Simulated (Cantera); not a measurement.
Cantera run:

```python
import numpy as np
import cantera as ct

gas_names = """
    CL CL2 H HCL H2 N NH NH2 NH3 N2 N2H2 N2H4 Si SiCL SiCL2 SiCL3 SiCL4 SiH SiHCL3 SiH2 SiH2CL2 SiH3
    SiH3CL SiH4 SiN Si2 Si2N Si3
""".split()
cond_names = """
    NH4CL(a) NH4CL(b) Si(cr) Si(L) Si3N4(a)
""".split()


# ... load() reads the species with a 1 bar reference pressure and builds the phases ...
atoms = {
    'Si2Cl6': {'Si': 2, 'CL': 6},
    'NH3': {'N': 1, 'H': 3},
}
top_T = {'Si3N4(a)': 2400}  # K; cautious upper limits of use, not melting points


# ... equilibrate(T, P, feed) seeds the gas with the atoms and calls Mixture.equilibrate('TP', solver="vcs", rtol=1e-11, max_steps=5000) ...
results = []
feed = {'Si2Cl6': 1, 'NH3': 0.29}  # mol
T = 848.15  # K
P = 13332.2  # Pa
mix = equilibrate(T, P, feed)
results.append((T, P, feed, dict(zip(mix.species_names, mix.species_moles))))
print(gas.report(threshold=1e-06))
for i in range(1, mix.n_phases):
    print(f"{mix.phase(i).name:16s} {mix.phase_moles(i):12.5e} mol")
```

Result:

```
       temperature   848.15 K
          pressure   13332 Pa
           density   0.25513 kg/m^3
  mean mol. weight   134.95 kg/kmol
   phase of matter   gas

                          1 kg             1 kmol
                     ---------------   ---------------
          enthalpy       -3.5194e+06       -4.7494e+08  J
   internal energy       -3.5717e+06       -4.8199e+08  J
           entropy            2987.4        4.0315e+05  J/K
    Gibbs function       -6.0532e+06       -8.1687e+08  J
 heat capacity c_p            666.88             89994  J/K
 heat capacity c_v            605.27             81680  J/K

                      mass frac. Y      mole frac. X     chem. pot. / RT
                     ---------------   ---------------   ---------------
               HCL        0.00084552         0.0031297            -44.75
                H2         0.0028434           0.19033           -20.786
             SiCL2        4.4693e-05         6.093e-05           -72.055
             SiCL3        0.00078392        0.00078691           -106.41
             SiCL4           0.92236           0.73268           -140.77
            SiHCL3          0.072653          0.072388           -116.81
           SiH2CL2        0.00046939        0.00062715           -92.841
            SiH3CL        6.3581e-07        1.2891e-06           -68.877
     [  +20 minor]        2.8777e-10        1.2332e-09

Si(cr)            2.48539e-01 mol
Si3N4(a)          7.25000e-02 mol
```

Equilibrium computed with Cantera from the NASA thermochemical tables; the gas is ideal and each condensed phase is pure. The feed counts by its element totals alone. The tables' values for SiCl3 are old estimates; treat these amounts as uncertain.
